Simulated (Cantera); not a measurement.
A perfectly stirred reactor is fed with CO : O₂ : H₂O : N₂ = 0.0017 : 0.0052 : 0.011 : 1 (molar parts), equivalence ratio 0.16, at 1.00 bar; it is held at 1350 K, and followed from long to short residence time.

Model: GRI-Mech 3.0 (53 species, 325 reactions), integrated in Cantera.

What does this change do: O2 0.0052 to 0.0021 parts?


```tsv
quantity	before	after
x(CO) at τ = 1.00 s	2.47e-5	2.82e-5
x(O₂) at τ = 1.00 s	0.00428	0.00125
x(H₂O) at τ = 1.00 s	0.0108	0.0108
x(H₂O₂) at τ = 1.00 s	5.44e-9	5.24e-9
x(H) at τ = 1.00 s	6.26e-7	2.02e-6
x(CO) at τ = 36.0 ms	0.000220	0.000245
x(O₂) at τ = 36.0 ms	0.00438	0.00138
x(H₂O) at τ = 36.0 ms	0.0107	0.0107
x(H₂O₂) at τ = 36.0 ms	3.02e-8	2.67e-8
x(H) at τ = 36.0 ms	1.29e-5	3.39e-5
```
